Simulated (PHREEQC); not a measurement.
Make-up at 69 °C: 0.0051 mol Ba(OH)2, 0.043 mol (CH3)4NCl and 3.4e-05 mol (CH3)4NF per kg of water. Closed to the air; pH follows from the charge balance.

The numbers come from PHREEQC with the ion-association model, wateq4f.dat.

No solid was allowed to form.

### Question
What pH does the model give?

### Answer
pH 10.74.

Complexes and solids missing from the database can't appear. (CH3)4N+ isn't in the database: it is added as a free cation with an ion size of 4 Å. At this temperature some constants are extrapolated from 25 °C, and those without enthalpy data are left unchanged.
